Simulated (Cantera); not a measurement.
Mixture: CH3OH : O2 : N2 = 1 : 1.52 : 5.7 (molar parts), at 0.880 bar, adiabatic and at constant volume. Ignition delay is the time to a rise of 400 K.

Cantera simulation using GRI-Mech 3.0 (53 species, 325 reactions); the numbers are that mechanism's predictions, not measurements. GRI-Mech 3.0 was tuned for natural gas; its chemistry of methanol as a main component is partial and can be far from experiment.

Task: What does this change do: CH3OH 1 to 2 parts?

Result: 
| quantity | before | after |
|---|---|---|
| delay at 1150 K | 24.8 ms | 21.3 ms |
| delay at 1350 K | 1.19 ms | 0.993 ms |
| delay at 1550 K | 0.144 ms | 0.114 ms |
| delay at 1750 K | 31.8 µs | 24.2 µs |
| apparent activation energy between 1650 and 1850 K | 170 kJ/mol | 170 kJ/mol |
